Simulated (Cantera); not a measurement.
SiCl4 + HCl + H2 (chlorosilane synthesis and conversion)

Feed: 1 mol SiCl4, 0.83 mol HCl, 9.9 mol H2, equilibrated at 1.00 bar.

Cantera equilibrium calculation (NASA polynomials, part measured and part estimated; ideal gas, pure solids and liquids). Candidate condensed phases: Si; 19 gas species. The tables' values for SiCl3 are old estimates; treat these amounts as uncertain. The numbers say what is thermodynamically allowed, not how fast it happens.

From 302 °C to 1302 °C nothing is condensed. The main Si-bearing gas is SiCl4 at 302 °C and SiCl2 at 1302 °C.

```tsv
T (°C)	x H2	x HCl	x SiCl4	x SiCl2	x SiHCl3	x SiCl3	x SiH2Cl2
302	0.844	0.0708	0.0852	<1e-12	1.51e-5	2.05e-11	1.23e-10
402	0.844	0.0709	0.0851	<1e-12	0.000133	5.03e-9	1.29e-8
502	0.843	0.0714	0.0846	1.41e-10	0.000647	2.90e-7	3.81e-7
602	0.842	0.0729	0.0831	2.78e-8	0.00210	6.33e-6	4.86e-6
702	0.839	0.0760	0.0801	1.69e-6	0.00506	6.91e-5	3.34e-5
802	0.834	0.0811	0.0750	4.22e-5	0.00958	0.000447	0.000143
902	0.826	0.0892	0.0675	0.000525	0.0147	0.00191	0.000413
1002	0.813	0.103	0.0567	0.00351	0.0181	0.00553	0.000803
1102	0.791	0.125	0.0420	0.0128	0.0170	0.0108	0.00102
1202	0.764	0.154	0.0259	0.0285	0.0122	0.0147	0.000896
1302	0.739	0.181	0.0129	0.0452	0.00706	0.0149	0.000636
```
x: gas mole fraction; nothing condenses.
